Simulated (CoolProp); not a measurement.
Vapour-liquid equilibrium of toluene (1) + m-xylene (2) at 461.4 K; x and y are mole fractions of (1).

Values from CoolProp's multi-fluid Helmholtz-energy mixture model, Lemmon 2006 and Zhou 2012; pair parameters Bell 2016.

```json
[
 {"x": "0.05", "bubble pressure, mixture model (MPa)": "0.3375", "bubble pressure, Raoult's law (MPa)": "0.3371", "y, mixture model": "0.086", "y, Raoult's law": "0.090"},
 {"x": "0.2", "bubble pressure, mixture model (MPa)": "0.3825", "bubble pressure, Raoult's law (MPa)": "0.3795", "y, mixture model": "0.312", "y, Raoult's law": "0.319"},
 {"x": "0.35", "bubble pressure, mixture model (MPa)": "0.4280", "bubble pressure, Raoult's law (MPa)": "0.4219", "y, mixture model": "0.492", "y, Raoult's law": "0.502"},
 {"x": "0.5", "bubble pressure, mixture model (MPa)": "0.4724", "bubble pressure, Raoult's law (MPa)": "0.4642", "y, mixture model": "0.638", "y, Raoult's law": "0.652"},
 {"x": "0.65", "bubble pressure, mixture model (MPa)": "0.5147", "bubble pressure, Raoult's law (MPa)": "0.5066", "y, mixture model": "0.760", "y, Raoult's law": "0.777"},
 {"x": "0.8", "bubble pressure, mixture model (MPa)": "0.5548", "bubble pressure, Raoult's law (MPa)": "0.5490", "y, mixture model": "0.867", "y, Raoult's law": "0.882"},
 {"x": "0.95", "bubble pressure, mixture model (MPa)": "0.5931", "bubble pressure, Raoult's law (MPa)": "0.5913", "y, mixture model": "0.967", "y, Raoult's law": "0.973"}
]
```

The largest gap from Raoult's law is +1.8 % in bubble pressure, at x = 0.5. No azeotrope shows between x = 0.05 and 0.95.

The pair parameters rest on a limited set of measurements; away from them the model extrapolates.
